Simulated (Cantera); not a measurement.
Cantera with NASA thermochemical tables; ideal gases at 1 bar, condensed phases pure. Values are per mole of reaction as written; species without (g) are pure solids or liquids, kept so even where they would boil at 1 bar.

Problem. Between 925 and 1450 K, where is each reaction favourable under standard conditions?
- 9 Ti₄O₇ + N₂O(g) = 12 Ti₃O₅ + 2 NO₂(g)

Solution. 
- 9 Ti₄O₇ + N₂O(g) = 12 Ti₃O₅ + 2 NO₂(g): ΔG° is 935 kJ at 925 K and 776 kJ at 1450 K; it stays positive (K < 1). ΔH° is 1214 kJ and ΔS° 302 J/K at 1450 K.
